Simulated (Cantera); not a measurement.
An isothermal, constant-pressure homogeneous reactor starts with NH3 : H2 = 1 : 22 (molar parts), at 1475 K and 750 Torr. Integrator tolerance rtol = 1e-08.

Model: the gas-phase N/H chemistry of the illustrative SiF4/NH3 mechanism in the Surface Chemkin manual (1991), integrated in Cantera. Walls and surfaces, which speed up NH3 decomposition in real reactors, are not modelled.

**Question.** What does this change do: temperature 1475 to 2048 K?

**Answer.** 
| quantity | before | after |
|---|---|---|
| x(NH3) at 3.00 s | 0.0434 (gas-phase equilibrium 9.21e-6) | 0.000124 (gas-phase equilibrium 2.58e-6) |
| x(H2) at 3.00 s | 0.957 (gas-phase equilibrium 0.979) | 0.977 (gas-phase equilibrium 0.977) |
| x(N2H4) at 3.00 s | 2.50e-10 (gas-phase equilibrium <1e-12) | <1e-12 (gas-phase equilibrium <1e-12) |
| x(NH2) at 3.00 s | 1.24e-6 (gas-phase equilibrium 2.63e-10) | 8.36e-7 (gas-phase equilibrium 1.74e-8) |
| x(H) at 3.00 s | 1.26e-5 (gas-phase equilibrium 1.29e-5) | 0.00223 (gas-phase equilibrium 0.00223) |
| x(N2) at 3.00 s | 2.23e-5 (gas-phase equilibrium 0.0208) | 0.0208 (gas-phase equilibrium 0.0208) |
